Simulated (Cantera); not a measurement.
# Fe3O4 + CH4 + N2 (carbothermic reduction)

A closed system holds: 1 mol Fe3O4, 0.37 mol CH4, 17 mol N2, equilibrated at 877 °C and 1 atm.

Equilibrium computed with Cantera from the NASA thermochemical tables; the gas is ideal and each condensed phase is pure. Candidate condensed phases: C, C6H6, C7H8, C8H18, Fe, Fe(CO)5, FeO, Fe(OH)2, Fe(OH)3, Fe2O3, Fe3O4, H2O; 140 gas species. The tables' stoichiometric FeO is somewhat more stable than real wüstite, so its field is too wide. FeO: taken at fixed stoichiometry. Rates play no part.

```
Item                                       Result
--------------------------------------  ---------
x(N2)                                       0.939
x(H2O)                                     0.0238
x(H2)                                      0.0171
x(CO2)                                     0.0110
x(CO)                                     0.00941
n(FeO(s))                                3.00 mol
gas amount                              18.11 mol
log10 activity of Fe(α) (absent)            -0.74
log10 activity of C(graphite) (absent)      -3.49
log10 activity of Fe(OH)2(s) (absent)       -6.76
```
